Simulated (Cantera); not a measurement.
An isothermal, constant-pressure homogeneous reactor starts with CH₄ : CO₂ = 1 : 0.84 (molar parts), at 1775 K and 13300 Pa. Integrator tolerance rtol = 1e-08.

Cantera simulation using GRI-Mech 3.0 (53 species, 325 reactions); the numbers are that mechanism's predictions, not measurements.

### Question
What does this change do: pressure from 13300 Pa to 101000 Pa?

### Answer
```tsv
quantity	before	after
x(CH₄) at 4.00 s	0.00306 (gas-phase equilibrium 0.000511)	0.00413 (gas-phase equilibrium 0.00369)
x(CO₂) at 4.00 s	0.00380 (gas-phase equilibrium 1.40e-7)	0.000783 (gas-phase equilibrium 1.12e-6)
x(C₂H₄) at 4.00 s	5.82e-5 (gas-phase equilibrium 4.12e-5)	0.000311 (gas-phase equilibrium 0.000286)
x(H₂) at 4.00 s	0.503 (gas-phase equilibrium 0.521)	0.514 (gas-phase equilibrium 0.518)
x(C₂H) at 4.00 s	2.70e-7 (gas-phase equilibrium 1.86e-7)	6.84e-8 (gas-phase equilibrium 6.22e-8)
x(O₂) at 4.00 s	8.79e-12 (gas-phase equilibrium <1e-12)	<1e-12 (gas-phase equilibrium <1e-12)
x(CO) at 4.00 s	0.443 (gas-phase equilibrium 0.457)	0.456 (gas-phase equilibrium 0.458)
```
